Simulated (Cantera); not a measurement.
A Cantera script and what it prints.

```python
import numpy as np
import cantera as ct

gas_names = """
    CL CL2 H HCL H2 N NH NH2 NH3 N2 N2H2 N2H4 Si SiCL SiCL2 SiCL3 SiCL4 SiH SiHCL3 SiH2 SiH2CL2 SiH3
    SiH3CL SiH4 SiN Si2 Si2N Si3
""".split()
cond_names = """
    NH4CL(a) NH4CL(b) Si(cr) Si(L) Si3N4(a)
""".split()


# ... load() reads the species with a 1 bar reference pressure and builds the phases ...
atoms = {
    'SiCl4': {'Si': 1, 'CL': 4},
    'N2': {'N': 2},
    'H2': {'H': 2},
}
top_T = {'Si3N4(a)': 2400}  # K; cautious upper limits of use, not melting points


# ... equilibrate(T, P, feed) seeds the gas with the atoms and calls Mixture.equilibrate('TP', solver="vcs", rtol=1e-11, max_steps=5000) ...
results = []
feed = {'SiCl4': 1, 'N2': 0.88, 'H2': 6.2}  # mol
P = 13332.2  # Pa
for T in [1025, 1075, 1125, 1175, 1225, 1275, 1325, 1375, 1425, 1475, 1525, 1575]:
    mix = equilibrate(T, P, feed)
    results.append((T, P, feed, dict(zip(mix.species_names, mix.species_moles))))

top = {s: max(r[3][s] / sum(r[3][g] for g in gas_names) for r in results) for s in gas_names}
cols = sorted((s for s in top if top[s] > 0.0001), key=lambda s: -top[s])[:7]
seen = [c for c in cond_names if any(r[3].get(c, 0) > 1e-12 for r in results)]
print("log10 of partial pressures in bar; condensed amounts in mol")
print(f"{'T/K':>10s}" + "".join(f"{s[:9]:>10s}" for s in cols + seen))
for T, P, feed, n in results:
    ng = sum(n[g] for g in gas_names)
    print(f"{T:10.4g}" + "".join(f"{np.log10(max(n[s] / ng * P / 1e5, 1e-99)):10.3f}" for s in cols)
          + "".join(f"{n.get(c, 0):10.4g}" for c in seen))
```

It prints:

```
log10 of partial pressures in bar; condensed amounts in mol
       T/K        H2       HCL        N2     SiCL2     SiCL4     SiCL3    SiHCL3  Si3N4(a)
      1025    -1.112    -1.354    -2.171    -6.772    -2.309    -5.200    -4.132    0.2296
      1075    -1.115    -1.344    -2.182    -6.114    -2.334    -4.824    -4.011    0.2347
      1125    -1.118    -1.336    -2.191    -5.516    -2.360    -4.483    -3.902    0.2391
      1175    -1.121    -1.329    -2.199    -4.973    -2.385    -4.174    -3.804    0.2427
      1225    -1.123    -1.323    -2.205    -4.477    -2.412    -3.893    -3.717    0.2453
      1275    -1.125    -1.319    -2.209    -4.024    -2.443    -3.640    -3.642    0.2465
      1325    -1.126    -1.317    -2.207    -3.613    -2.481    -3.414    -3.581    0.2456
      1375    -1.128    -1.318    -2.198    -3.244    -2.532    -3.219    -3.537    0.2411
      1425    -1.129    -1.323    -2.179    -2.918    -2.606    -3.060    -3.518     0.231
      1475    -1.129    -1.335    -2.146    -2.639    -2.713    -2.942    -3.531     0.213
      1525    -1.129    -1.355    -2.101    -2.408    -2.862    -2.871    -3.582    0.1858
      1575    -1.127    -1.385    -2.049    -2.224    -3.056    -2.849    -3.672    0.1495
```

Method: chemical equilibrium by Gibbs-energy minimisation in Cantera with the NASA 1993 tables (ideal gas, pure condensed phases). N2 is the only nitrogen source here; it is nearly inert below about 1500 K, so the nitride shown seldom forms there in practice. The tables' values for SiCl3 are old estimates; treat these amounts as uncertain.
